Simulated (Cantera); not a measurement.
A closed system holds: 1 mol FeCl₂, 11 mol H₂, 42 mol N₂, 0.68 mol O₂, equilibrated at 948 K and 13300 Pa.

Cantera equilibrium calculation (NASA polynomials, part measured and part estimated; ideal gas, pure solids and liquids). Candidate condensed phases: Fe, FeCl₂, FeCl₃, FeO, Fe(OH)₂, Fe(OH)₃, Fe₂O₃, Fe₃O₄, H₂O, NH₄Cl; 37 gas species. The tables' stoichiometric FeO is somewhat more stable than real wüstite, so its field is too wide. FeO: taken at fixed stoichiometry. The numbers say what is thermodynamically allowed, not how fast it happens.

Base state: N₂ 0.778, H₂ 0.161, HCl 0.0350, H₂O 0.0251, FeCl₂ 0.00102 (mole fractions); condensed: Fe(α) + FeO(s).

Q: What changes in the equilibrium state with this change: temperature from 948 K to 1898 K?

A: 
| species | before | after |
|---|---|---|
| N₂ | 0.778 | 0.777 |
| H₂ | 0.161 | 0.165 |
| HCl | 0.0350 | 0.0265 |
| FeCl₂ | 0.00102 | 0.00518 |
| H₂O | 0.0251 | 0.0251 |
| H | <1e-9 | 0.000869 |
| Fe | <1e-9 | 0.000815 |
| Cl | <1e-9 | 0.000106 |
| OH | <1e-9 | 1.08e-5 |
| Fe(α), mol | 0.939 | 0 |
| FeO(s), mol | 0.00575 | 0 |
| Fe(l), mol | 0 | 0.675 |
